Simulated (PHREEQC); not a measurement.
Solution (25 °C): 16.5 mmol/kgw HF and 65 mmol/kgw NH4F. It is in equilibrium with CO2 at log p = -3.4 (atm). Otherwise closed; pH follows from the charge balance.

The numbers come from PHREEQC with the ion-association model, phreeqc.dat.

Precipitation was switched off in this run.

Order these F species by the share of F that they hold, largest first: HF, HF2-, F-.

F- (76 %), HF (16 %), HF2- (7.7 %)

The pH is 3.74 and the ionic strength 0.0652 mol/kgw.
